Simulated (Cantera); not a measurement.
Diamond growth

A diamond (100) surface in a fixed gas of H2 with x(CH4) = 0.0048, x(H) = 0.0082, x(CH3) = 0.00077, 18000 Pa; coverages are run to steady state.

Detailed kinetics in Cantera: the Harris–Goodwin 1993 mechanism for the reconstructed diamond (100) surface.

```tsv
T (K)	growth (µm/h)	θ c6HH	θ c6H*	θ c6*H	θ c6**	θ c6HM
900	39.4	0.631	0.00977	0.266	0.00393	0.0718
975	60.2	0.577	0.0153	0.330	0.00741	0.0524
1050	83.5	0.523	0.0219	0.387	0.0126	0.0384
1125	103	0.473	0.0294	0.436	0.0196	0.0270
1200	103	0.429	0.0376	0.477	0.0286	0.0161
1275	76.6	0.391	0.0461	0.510	0.0394	0.00694
1350	52.9	0.356	0.0544	0.533	0.0514	0.00227
```
θ: site fractions in the mechanism's names (c6HH fully hydrogenated, c6H* and c6*H radical sites, c6** diradical, c6HM methylated).
